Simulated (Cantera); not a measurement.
Input (Python, Cantera):

```python
import numpy as np
import cantera as ct

gas = ct.Solution("gri30.yaml", transport_model="mixture-averaged")
show = ['H', 'NH3', 'NO']

rows = []
print(f"{'T/K':>7s}{'rho':>11s}{'cp':>10s}{'mu':>11s}{'lambda':>11s}{'Pr':>7s}" + "".join(f"{'D_' + s:>11s}" for s in show))
for T in [400, 650, 900, 1150, 1400, 1650, 1900]:
    gas.TPX = T, 480, {'N2O': 0.17, 'N2': 0.65}
    Pr = gas.cp_mass * gas.viscosity / gas.thermal_conductivity
    D = [gas.mix_diff_coeffs_mole[gas.species_index(s)] for s in show]
    rows.append([gas.density, gas.cp_mass, gas.viscosity, gas.thermal_conductivity, Pr, *D])
    print(f"{T:7g}{gas.density:11.4e}{gas.cp_mass:10.1f}{gas.viscosity:11.4e}"
          f"{gas.thermal_conductivity:11.4e}{Pr:7.3f}" + "".join(f"{d:11.4e}" for d in D))
print("SI units: kg/m3, J/kg/K, Pa s, W/m/K, m2/s")
```

Output:

```
    T/K        rho        cp         mu     lambda     Pr        D_H      D_NH3       D_NO
    400 4.5219e-03    1024.4 2.1626e-05 3.1100e-02  0.712 4.1014e-02 7.5153e-03 6.7168e-03
    650 2.7827e-03    1096.5 3.0764e-05 4.7367e-02  0.712 9.5301e-02 1.8391e-02 1.5448e-02
    900 2.0097e-03    1170.2 3.8442e-05 6.2618e-02  0.718 1.6553e-01 3.2718e-02 2.6723e-02
   1150 1.5728e-03    1221.5 4.5272e-05 7.6908e-02  0.719 2.4982e-01 5.0011e-02 4.0250e-02
   1400 1.2920e-03    1258.7 5.1530e-05 9.0310e-02  0.718 3.4696e-01 6.9970e-02 5.5840e-02
   1650 1.0962e-03    1287.2 5.7369e-05 1.0290e-01  0.718 4.5608e-01 9.2393e-02 7.3358e-02
   1900 9.5198e-04    1308.8 6.2883e-05 1.1476e-01  0.717 5.7652e-01 1.1714e-01 9.2696e-02
SI units: kg/m3, J/kg/K, Pa s, W/m/K, m2/s
```

Computed with Cantera and GRI-Mech 3.0 (53 species, 325 reactions). The composition is frozen, though it would react at the higher temperatures.
